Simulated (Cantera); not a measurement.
What does this Cantera script print?

```python
import numpy as np
import cantera as ct

gas_names = """
    H HNO HNO2 HNO3 HO2 H2 H2O H2O2 N NH NH2 NH3 NH2OH NO NO2 NO3 N2 N2H2 N2H4 N2O O OH O2 O3 Si SiH
    SiH2 SiH3 SiH4 SiN SiO SiO2 Si2 Si2N Si3
""".split()
cond_names = """
    H2O(s) H2O(L) Si(cr) Si(L) SiO2(Lqz) SiO2(hqz) SiO2(L) Si2N2O(s) Si3N4(a)
""".split()


def load(file, names, dense=False):
    # The tables refer to 1 bar. Condensed volumes are neglected.
    table = {s.name: s for s in ct.Species.list_from_file(file)}
    out = []
    for n in names:
        d = dict(table[n].input_data)
        d["thermo"] = dict(d["thermo"], **{"reference-pressure": 1e5})
        if dense:
            d["equation-of-state"] = {"model": "constant-volume", "density": "1e6 g/cm^3"}
        out.append(ct.Species.from_dict(d))
    return out


gas = ct.Solution(thermo="ideal-gas", species=load("nasa_gas.yaml", gas_names))
cond = {s.name: ct.Solution(thermo="fixed-stoichiometry", species=[s], name=s.name)
        for s in load("nasa_condensed.yaml", cond_names, dense=True)}
atoms = {
    'Si3N4': {'Si': 3, 'N': 4},
    'H2O': {'H': 2, 'O': 1},
    'H2': {'H': 2},
}
top_T = {'Si2N2O(s)': 2100, 'Si3N4(a)': 2400}  # K; cautious upper limits of use, not melting points


def equilibrate(T, P, feed):
    n = {}
    for name, mol in feed.items():
        for a, k in atoms[name].items():
            n[a] = n.get(a, 0.0) + k * mol
    gas.TPX = T, P, n
    mass = sum(n.values()) * gas.mean_molecular_weight
    gas.equilibrate("TP")
    valid = [c for c in cond.values() if c.min_temp <= T <= top_T.get(c.name, c.max_temp)]
    mix = ct.Mixture([(gas, mass / gas.mean_molecular_weight)] + [(c, 0.0) for c in valid])
    mix.T, mix.P = T, P
    mix.equilibrate("TP", solver="vcs", rtol=1e-11, max_steps=5000)
    return mix


results = []
feed = {'Si3N4': 1, 'H2O': 0.067, 'H2': 1.2}  # mol
T = 1200  # K
for P in [0.1, 0.75, 5.6, 42, 320, 2400, 18000, 130000, 1000000]:
    mix = equilibrate(T, P, feed)
    results.append((T, P, feed, dict(zip(mix.species_names, mix.species_moles))))

top = {s: max(r[3][s] / sum(r[3][g] for g in gas_names) for r in results) for s in gas_names}
cols = sorted((s for s in top if top[s] > 1e-05), key=lambda s: -top[s])[:7]
seen = [c for c in cond_names if any(r[3].get(c, 0) > 1e-12 for r in results)]
print("log10 of partial pressures in bar; condensed amounts in mol")
print(f"{'P/Pa':>10s}" + "".join(f"{s[:9]:>10s}" for s in cols + seen))
for T, P, feed, n in results:
    ng = sum(n[g] for g in gas_names)
    print(f"{P:10.4g}" + "".join(f"{np.log10(max(n[s] / ng * P / 1e5, 1e-99)):10.3f}" for s in cols)
          + "".join(f"{n.get(c, 0):10.4g}" for c in seen))
```

It prints:

```
log10 of partial pressures in bar; condensed amounts in mol
      P/Pa        H2        N2       NH3         H       SiO    Si(cr) Si2N2O(s)  Si3N4(a)
       0.1    -6.013    -7.545   -16.510    -9.711   -10.043   0.02221   0.06688     0.948
      0.75    -5.133    -6.886   -14.861    -9.271   -10.262         0   0.06699    0.9553
       5.6    -4.259    -6.013   -13.114    -8.834   -10.553         0     0.067    0.9553
        42    -3.384    -5.138   -11.364    -8.397   -10.845         0     0.067    0.9553
       320    -2.502    -4.256    -9.600    -7.956   -11.139         0     0.067    0.9553
      2400    -1.627    -3.381    -7.850    -7.518   -11.431         0     0.067    0.9553
   1.8e+04    -0.752    -2.506    -6.100    -7.081   -11.722         0     0.067    0.9553
   1.3e+05     0.106    -1.648    -4.383    -6.652   -12.008         0     0.067    0.9553
     1e+06     0.992    -0.764    -2.612    -6.209   -12.303         0     0.067    0.9553
```

These are equilibrium values from Cantera (NASA tables, ideal gas, pure condensed phases), not measurements of a reactor. Mutual solubility and eutectic melting of coexisting phases are not modelled.
